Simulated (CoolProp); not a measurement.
A simple Rankine cycle with vinyl chloride: condensing at 301.15 K, boiler at 2.01 MPa, turbine inlet 405.9 K, turbine efficiency 0.6, pump efficiency 0.7, no recuperator. Each further row changes one setting.

Values from CoolProp's reference Helmholtz-energy equation of state, Thol 2022.

| case | thermal efficiency (%) | net work (kJ/kg) | heat in (kJ/kg) | turbine exit temperature (K) | volume ratio over the turbine |
|---|---|---|---|---|---|
| as stated | 9.3 | 37.1 | 401 | ___ | ___ |
| turbine inlet 425.9 K | ___ | 40.2 | 425 | 367.5 | 4.42 |
| condensing temperature 293.15 K | ___ | 42.7 | ___ | 338.8 | 5.61 |
| boiler pressure 1.41 MPa | ___ | 31.0 | 411 | 362.5 | ___ |
| turbine efficiency 0.5 | 7.6 | 30.5 | 401 | 352.8 | 4.57 |

**Question.** Complete the blanks.

**Answer.** 
- as stated, turbine exit temperature (K): 346.2
- as stated, volume ratio over the turbine: 4.47
- turbine inlet 425.9 K, thermal efficiency (%): 9.5
- condensing temperature 293.15 K, thermal efficiency (%): 10.3
- condensing temperature 293.15 K, heat in (kJ/kg): 413
- boiler pressure 1.41 MPa, thermal efficiency (%): 7.5
- boiler pressure 1.41 MPa, volume ratio over the turbine: 3.11
